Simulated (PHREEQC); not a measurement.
Dissolve 0.0057 mol Al2(SO4)3 per kg of water at 50 °C. Closed to the air; pH follows from the charge balance.

Model: ion-association model, phreeqc.dat, run in PHREEQC.

Each row changes one thing in this solution. This is a speciation only: nothing precipitates in the calculation.

| case | pH | ionic strength (mol/kgw) | AlSO4+ (mol/kgw) | SO4-2 (mol/kgw) | Al+3 (mol/kgw) | Al(SO4)2- (mol/kgw) | SI of Gibbsite (Al(OH)3) |
|---|---|---|---|---|---|---|---|
| as made | 3.75 | 0.0256 | 0.00846 | 0.00645 | 0.00162 | 0.00103 | +1.13 |
| Al2(SO4)3 from 0.0057 to 0.0114 mol/kgw | 3.72 | 0.0450 | 0.0168 | 0.0112 | 0.00264 | 0.00303 | +1.15 |
| Al2(SO4)3 from 0.0057 to 0.00114 mol/kgw | 3.84 | 0.00716 | 0.00150 | 0.00176 | 0.000557 | [?] | +1.13 |
| 0.0037 mol/kgw NaHCO3 added | 4.57 | 0.0300 | 0.00688 | 0.00810 | 0.00116 | 0.00101 | +3.40 |
| temperature from 50 to 55 °C | 3.70 | 0.0254 | 0.00846 | 0.00640 | 0.00157 | [?] | +1.18 |
| Al2(SO4)3 from 0.0057 to 0.00627 mol/kgw | 3.75 | 0.0277 | [?] | [?] | 0.00173 | 0.00120 | +1.14 |

Question: Complete the blanks.

Answer: 
- Al2(SO4)3 from 0.0057 to 0.00114 mol/kgw, Al(SO4)2- (mol/kgw): 6.44e-5
- temperature from 50 to 55 °C, Al(SO4)2- (mol/kgw): 0.00104
- Al2(SO4)3 from 0.0057 to 0.00627 mol/kgw, AlSO4+ (mol/kgw): 0.00931
- Al2(SO4)3 from 0.0057 to 0.00627 mol/kgw, SO4-2 (mol/kgw): 0.00696

Species that the database lacks are ignored. Some of these states are supersaturated (in Gibbsite (slow to form), Al(OH)3(a), for instance). Away from 25 °C the constants follow the database's enthalpies or fits; those with neither stay at their 25 °C values.
